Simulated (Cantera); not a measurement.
Mixture: CH4 : C2H6 : O2 : N2 = 1 : 0.084 : 1.04 : 6.57 (molar parts), equivalence ratio 2.2, at 32.0 bar, adiabatic and at constant volume. Ignition delay is the time to a rise of 400 K.

Model: GRI-Mech 3.0 (53 species, 325 reactions), integrated in Cantera. The pressure lies above the range GRI-Mech 3.0 was tuned for (to about 10 atm).

What does this change do: pressure from 32.0 bar to 4.50 bar?


| quantity | before | after |
|---|---|---|
| delay at 1100 K | 1.71 ms | 11.0 ms |
| delay at 1250 K | 0.332 ms | 2.44 ms |
| delay at 1400 K | 98.1 µs | 0.589 ms |
| delay at 1550 K | 31.0 µs | 0.143 ms |
| delay at 1700 K | 10.1 µs | 40.7 µs |
| apparent activation energy between 1625 and 1775 K | 170 kJ/mol | 180 kJ/mol |

What does this change do: 0.42 parts CO2 added?


```
quantity                                                before       after
--------------------------------------------------  ----------  ----------
delay at 1100 K                                        1.71 ms     1.78 ms
delay at 1250 K                                       0.332 ms    0.352 ms
delay at 1400 K                                        98.1 µs    0.106 ms
delay at 1550 K                                        31.0 µs     34.0 µs
delay at 1700 K                                        10.1 µs     11.2 µs
apparent activation energy between 1625 and 1775 K  170 kJ/mol  170 kJ/mol
```
